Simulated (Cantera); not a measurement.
**Silicon epitaxy and polysilicon growth: Si₂Cl₆ + N₂**

A closed system holds: 1 mol Si₂Cl₆, 42 mol N₂, at 625 °C and 0.133 bar.

Equilibrium computed with Cantera from the NASA thermochemical tables; the gas is ideal and each condensed phase is pure. Candidate condensed phases: Si, Si₃N₄; 13 gas species. The feed counts by its element totals alone. N₂ is the only nitrogen source here; it is nearly inert below about 1500 K, so the nitride shown seldom forms there in practice. Rates play no part.

```
Quantity                              Value
--------------------------------  ---------
x(N₂)                                 0.965
x(SiCl₄)                             0.0347
x(SiCl₃)                            1.75e-6
n(Si₃N₄(s))                       0.167 mol
gas amount                        43.17 mol
log10 activity of Si(s) (absent)      -8.07
```
